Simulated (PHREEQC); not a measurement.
0.73 g of hydrous ferric oxide (600 m²/g; 0.2 weak and 0.005 strong sites per Fe, Dzombak-Morel constants, diffuse double layer) in 1 kg of water with 0.01 mol/kgw of an inert sodium salt and 3.7e-05 mol/kgw NaH2PO4, at 25 °C; the pH is set by adding NaOH or the inert anion's acid. Oxygen is held at 0.21 atm. No CO2 enters from the air. Precipitation was switched off in this run.

Computed with PHREEQC (ion-association model, wateq4f.dat).

| pH | P sorbed (%) | surface charge σ (C/m²) | surface potential ψ (mV) |
|---|---|---|---|
| 4 | 100.0 | 0.211 | 182 |
| 4.5 | 100.0 | 0.155 | 167 |
| 5 | 100.0 | 0.109 | 150 |
| 6 | 100.0 | 0.047 | 107 |
| 6.5 | 100.0 | 0.028 | 83 |
| 7 | 100.0 | 0.016 | 57 |
| 7.5 | 100.0 | 0.007 | 30 |
| 8 | 99.7 | 0.000 | 2 |
| 9 | 81.9 | -0.014 | -52 |
| 9.5 | 39.2 | -0.025 | -76 |
| 10 | 8.8 | -0.041 | -100 |

Complexes and solids missing from the database can't appear. H3PO4, which wateq4f.dat lacks, is added to it with the constant of phreeqc.dat.
